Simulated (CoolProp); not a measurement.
Vapour-liquid equilibrium of propane (1) + cyclohexane (2) at 316.6 K; x and y are mole fractions of (1).

Model: multi-fluid Helmholtz-energy mixture model, Lemmon 2009 and Zhou 2014; pair parameters Bell 2016, in CoolProp.

| x | bubble pressure (bar) | y at the bubble point | dew pressure at overall composition x (bar) | liquid density (mol/L) |
|---|---|---|---|---|
| 0.05 | 1.089 | 0.745 | 0.2973 | 9.096 |
| 0.2 | 3.445 | 0.925 | 0.3529 | 9.427 |
| 0.35 | 5.649 | 0.958 | 0.4337 | 9.754 |
| 0.5 | 7.693 | 0.973 | 0.5624 | 10.07 |
| 0.65 | 9.636 | 0.982 | 0.7992 | 10.34 |
| 0.8 | 11.61 | 0.989 | 1.379 | 10.53 |
| 0.95 | 13.90 | 0.997 | 4.916 | 10.54 |

No azeotrope shows between x = 0.05 and 0.95.

Pair parameters are fitted to limited data, so mixtures are less certain than the pure fluids. The gap from Raoult's law changes sign with composition, which may be real or a fault of the pair parameters; it wasn't checked against measurements.
